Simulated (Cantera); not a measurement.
What does this Cantera script print?

```python
import numpy as np
import cantera as ct

gas = ct.Solution("gri30.yaml")
gas.TPX = 1600, 68, {'CH4': 1, 'N2': 100}
reactor = ct.IdealGasConstPressureReactor(gas, energy="off", clone=False)
net = ct.ReactorNet([reactor])
net.rtol, net.atol = 1e-08, 1e-18
show = ['CH4', 'C2H4', 'CH2', 'C2H6', 'C2H']
times = np.geomspace(0.0003, 200, 12)

steps = ct.SolutionArray(gas, extra=["t"])
rows = []
print(f"{'t/s':>10s}{'T/K':>9s}{'P/Pa':>11s}" + "".join(f"{s:>11s}" for s in show))
for t in times:
    while net.time < t:
        t_next = net.step()
        steps.append(gas.state, t=t_next)
    rows.append([np.interp(t, steps.t, y) for y in (steps.T, steps.P, *steps(*show).X.T)])
    print(f"{t:10.3e}{rows[-1][0]:9.1f}{rows[-1][1]:11.4g}" + "".join(f"{x:11.3e}" for x in rows[-1][2:]))
rate = np.gradient(steps.T, steps.t)
print("integrator steps:", len(steps.t))
if steps.T.max() > steps.T[0] + 200:
    print(f"time of steepest temperature rise: {steps.t[rate.argmax()]:.4e} s")
gas.TPX = 1600, 68, {'CH4': 1, 'N2': 100}
gas.equilibrate("TP")
print(f"equilibrium (TP): T = {gas.T:.1f} K  " + "  ".join(f"{s} {gas[s].X[0]:.3e}" for s in show))
```

Result:

```
       t/s      T/K       P/Pa        CH4       C2H4        CH2       C2H6        C2H
 3.000e-04   1600.0         68  9.901e-03  3.289e-18  2.290e-17  1.087e-19  8.991e-33
 1.015e-03   1600.0         68  9.901e-03  1.194e-16  7.675e-16  4.473e-18  9.468e-30
 3.436e-03   1600.0         68  9.901e-03  6.327e-15  2.702e-14  2.154e-16  1.322e-26
 1.163e-02   1600.0         68  9.901e-03  4.990e-13  7.704e-13  1.240e-14  2.227e-23
 3.935e-02   1600.0         68  9.900e-03  3.360e-11  1.158e-11  6.299e-13  2.313e-20
 1.332e-01   1600.0         68  9.897e-03  1.599e-09  1.028e-10  1.997e-11  1.413e-17
 4.506e-01   1600.0         68  9.888e-03  6.443e-08  9.052e-10  3.775e-10  6.835e-15
 1.525e+00   1600.0         68  9.851e-03  2.351e-06  8.621e-09  5.074e-09  2.736e-12
 5.160e+00   1600.0         68  9.561e-03  6.640e-05  7.312e-08  5.451e-08  3.331e-10
 1.746e+01   1600.0         68  6.448e-03  2.756e-04  2.336e-07  1.291e-07  9.419e-09
 5.910e+01   1600.0         68  1.969e-03  2.922e-05  1.499e-07  2.169e-08  2.887e-08
 2.000e+02   1600.0         68  2.764e-04  1.142e-06  6.613e-08  1.165e-09  5.812e-08
integrator steps: 945
equilibrium (TP): T = 1600.0 K  CH4 6.404e-09  C2H4 3.294e-10  CH2 3.666e-11  C2H6 1.381e-17  C2H 1.757e-08
```

Model: GRI-Mech 3.0 (53 species, 325 reactions), integrated in Cantera. GRI-Mech 3.0 stops at C3 and has no aromatics, soot or wall deposition, so with more carbon than oxygen in the feed, carbon stays in small species such as C2H2 where larger ones or solid carbon would form. Radical loss at walls, strong at low pressure, is not modelled.
